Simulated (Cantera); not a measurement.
An isothermal, constant-pressure homogeneous reactor starts with NO : N2 = 1 : 1.1 (molar parts), at 2150 K and 110000 Pa. Integrator tolerance rtol = 1e-08.

Cantera simulation using GRI-Mech 3.0 (53 species, 325 reactions); the numbers are that mechanism's predictions, not measurements.

Task: What does this change do: temperature 2150 to 2098 K?

Result: 
```json
[
 {"quantity": "x(NO) at 2.00 s", "before": "0.0119 (gas-phase equilibrium 0.0116)", "after": "0.0137 (gas-phase equilibrium 0.0103)"},
 {"quantity": "x(N2) at 2.00 s", "before": "0.756 (gas-phase equilibrium 0.756)", "after": "0.755 (gas-phase equilibrium 0.757)"},
 {"quantity": "x(NO2) at 2.00 s", "before": "1.78e-5 (gas-phase equilibrium 1.74e-5)", "after": "2.22e-5 (gas-phase equilibrium 1.67e-5)"},
 {"quantity": "x(O) at 2.00 s", "before": "0.000902 (gas-phase equilibrium 0.000902)", "after": "0.000632 (gas-phase equilibrium 0.000634)"},
 {"quantity": "x(N2O) at 2.00 s", "before": "6.67e-7 (gas-phase equilibrium 6.64e-7)", "after": "6.22e-7 (gas-phase equilibrium 5.88e-7)"},
 {"quantity": "x(O2) at 2.00 s", "before": "0.232 (gas-phase equilibrium 0.232)", "after": "0.231 (gas-phase equilibrium 0.233)"}
]
```

Task: What does this change do: pressure from 110000 Pa to 2670 Pa?

Result: 
```tsv
quantity	before	after
x(NO) at 2.00 s	0.0119 (gas-phase equilibrium 0.0116)	0.157 (gas-phase equilibrium 0.0115)
x(N2) at 2.00 s	0.756 (gas-phase equilibrium 0.756)	0.682 (gas-phase equilibrium 0.754)
x(NO2) at 2.00 s	1.78e-5 (gas-phase equilibrium 1.74e-5)	3.00e-5 (gas-phase equilibrium 2.68e-6)
x(O) at 2.00 s	0.000902 (gas-phase equilibrium 0.000902)	0.00483 (gas-phase equilibrium 0.00576)
x(N2O) at 2.00 s	6.67e-7 (gas-phase equilibrium 6.64e-7)	6.28e-6 (gas-phase equilibrium 1.03e-7)
x(O2) at 2.00 s	0.232 (gas-phase equilibrium 0.232)	0.157 (gas-phase equilibrium 0.229)
```
Radical loss at walls, strong at low pressure, is not modelled.
